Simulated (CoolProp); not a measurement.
Properties of C2F6 (R116) at several states (Tc = 293.0 K, pc = 3.048 MPa, ω = 0.257).

The numbers come from the reference Helmholtz-energy equation of state, Lemmon 2006 in CoolProp. It is a short technical equation, of lower accuracy than the large ones.

| T (K) | p (MPa) | phase | Z | Joule-Thomson coefficient (K/MPa) | isothermal compressibility (1/MPa) | viscosity (µPa s) | conductivity (mW/(m K)) |
|---|---|---|---|---|---|---|---|
| 200.4 | 0.204 | liquid | 0.01068 | [?] | 0.003289 | 384 | 74.0 |
| 361.3 | 0.155 | gas | 0.9919 | 4.937 | 6.504 | 17.0 | 19.7 |
| 189.3 | 0.27 | liquid | [?] | -0.3294 | 0.002670 | 474 | 78.5 |
| 421.4 | 1.82 | gas | 0.9504 | 3.383 | 0.5770 | [?] | 25.0 |
| 346.6 | 9.06 | supercritical | 0.5614 | 2.312 | 0.08495 | 53.5 | 35.5 |

Q: Complete the blanks.

A: 
- 200.4, Joule-Thomson coefficient (K/MPa): -0.2800
- 189.3, Z: 0.01452
- 421.4, viscosity (µPa s): 20.9

Viscosity comes from a separate model (Huber 2003), an estimate that may be off by 10 % or more. Thermal conductivity comes from a separate model (Huber 2003), an estimate that may be off by 10 % or more.
